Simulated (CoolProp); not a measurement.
Values from CoolProp's reference Helmholtz-energy equation of state, Lemmon 2006. It is a short technical equation, of lower accuracy than the large ones.

Task: For carbon monoxide, give the phase and the speed of sound (m/s) at 98.2 K and 0.101 MPa; 164.5 K and 0.101 MPa; 177.8 K and 0.101 MPa.

Result: 
- 98.2 K and 0.101 MPa: gas; speed of sound 199
- 164.5 K and 0.101 MPa: gas; speed of sound 261
- 177.8 K and 0.101 MPa: gas; speed of sound 271
